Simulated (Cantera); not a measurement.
An isothermal, constant-pressure homogeneous reactor starts with 6.25 % C3H8, 93.8 % H2, at 1323 K and 0.0550 bar.

Model: GRI-Mech 3.0 (53 species, 325 reactions), integrated in Cantera. GRI-Mech 3.0 was tuned for natural gas; its chemistry of propane as a main component is partial and can be far from experiment. GRI-Mech 3.0 stops at C3 and has no aromatics, soot or wall deposition, so with more carbon than oxygen in the feed, carbon stays in small species such as C2H2 where larger ones or solid carbon would form.

x: mole fraction; the columns are a selection and need not sum to one.

```json
[
 {"t (s)": "3.00e-5", "x C3H8": "0.0624", "x H2": "0.937", "x CH2": "3.80e-10", "x C2H4": "7.80e-5", "x C2H2": "5.45e-10"},
 {"t (s)": "0.000135", "x C3H8": "0.0609", "x H2": "0.936", "x CH2": "(withheld)", "x C2H4": "0.00137", "x C2H2": "3.09e-7"},
 {"t (s)": "0.000605", "x C3H8": "0.0433", "x H2": "0.921", "x CH2": "(withheld)", "x C2H4": "0.0174", "x C2H2": "8.02e-5"},
 {"t (s)": "0.00272", "x C3H8": "0.00347", "x H2": "0.886", "x CH2": "(withheld)", "x C2H4": "0.0518", "x C2H2": "0.00282"},
 {"t (s)": "0.0122", "x C3H8": "5.30e-5", "x H2": "0.883", "x CH2": "(withheld)", "x C2H4": "0.0499", "x C2H2": "0.00789"},
 {"t (s)": "0.0548", "x C3H8": "2.75e-7", "x H2": "0.883", "x CH2": "2.01e-10", "x C2H4": "0.0451", "x C2H2": "0.0125"},
 {"t (s)": "0.246", "x C3H8": "3.82e-8", "x H2": "0.884", "x CH2": "1.25e-10", "x C2H4": "0.0346", "x C2H2": "0.0223"},
 {"t (s)": "1.10", "x C3H8": "1.24e-8", "x H2": "0.886", "x CH2": "8.10e-11", "x C2H4": "0.0144", "x C2H2": "0.0412"},
 {"t (s)": "4.96", "x C3H8": "3.39e-9", "x H2": "0.887", "x CH2": "4.93e-11", "x C2H4": "0.00526", "x C2H2": "0.0497"},
 {"t (s)": "22.3", "x C3H8": "3.24e-9", "x H2": "0.887", "x CH2": "4.85e-11", "x C2H4": "0.00506", "x C2H2": "0.0496"},
 {"t (s)": "100", "x C3H8": "3.23e-9", "x H2": "0.885", "x CH2": "4.82e-11", "x C2H4": "0.00495", "x C2H2": "0.0486"}
]
```

Question: Some entries are withheld; supply them.

Answer: 
- 0.000135, x CH2: 2.76e-8
- 0.000605, x CH2: 2.05e-7
- 0.00272, x CH2: 5.98e-8
- 0.0122, x CH2: 1.86e-9
